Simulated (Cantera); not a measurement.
Charge: 1 mol SiC, 0.6 mol O₂, 16 mol N₂, held at 1100 K.

Method: chemical equilibrium by Gibbs-energy minimisation in Cantera with the NASA 1993 tables (ideal gas, pure condensed phases). Candidate condensed phases: C, Si, SiC, SiO₂, Si₂N₂O, Si₃N₄; 34 gas species. N₂ is the only nitrogen source here; it is nearly inert below about 1500 K, so the nitride shown seldom forms there in practice. Mutual solubility and eutectic melting of coexisting phases are not modelled. Rates play no part.

log p: log10 of the partial pressure in bar; n: condensed amount in mol.

```
P (Pa)   log p N₂  log p CO  log p SiO  log p CO₂  n C(graphite)  n Si₂N₂O(s)  n SiO₂(β-quartz)
-------  --------  --------  ---------  ---------  -------------  -----------  ----------------
0.100       -6.02     -7.36     -11.44        [?]          0.300        0.500                 0
1           -5.02     -6.36     -11.43        [?]          0.300        0.500                 0
10          -4.02     -5.36     -11.43        [?]          0.300        0.500                 0
100         -3.02     -4.36     -11.43        [?]          0.300        0.500                 0
1000        -2.02     -3.36     -11.44        [?]          0.300        0.500                 0
10000       -1.01     -2.91     -11.72        [?]          0.806        0.331             0.338
100000       0.00     -2.58       <-12        [?]          0.958        0.281             0.439
1000000      1.00     -2.25       <-11        [?]          0.991        0.270             0.461
```

Question: What belongs in the gaps?

Answer: 
- 0.100, log p CO₂: -15.78
- 1, log p CO₂: -13.78
- 10, log p CO₂: -11.78
- 100, log p CO₂: -9.78
- 1000, log p CO₂: -7.78
- 10000, log p CO₂: -6.88
- 100000, log p CO₂: -6.21
- 1000000, log p CO₂: -5.54
